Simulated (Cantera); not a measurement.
Mixture: CO : H2 : CH4 : O2 : N2 = 1 : 1.4 : 0.1 : 1.63 : 6.12 (molar parts), equivalence ratio 0.86, at 10.0 bar, adiabatic and at constant volume. Ignition delay is the time to a rise of 400 K.

Detailed kinetics in Cantera: GRI-Mech 3.0 (53 species, 325 reactions). Where the delays flatten at high temperature, the 400 K rule measures the pace of heat release, not the induction time.

**Question.** Predict: delay at 1448 K; delay at 1523 K; delay at 1598 K; delay at 1673 K; delay at 1748 K; apparent activation energy between 1598 and 1748 K.

**Answer.** 
| Quantity | Value |
|---|---|
| delay at 1448 K | 2.63 µs |
| delay at 1523 K | 1.89 µs |
| delay at 1598 K | 1.45 µs |
| delay at 1673 K | 1.16 µs |
| delay at 1748 K | 0.960 µs |
| apparent activation energy between 1598 and 1748 K | 64 kJ/mol |
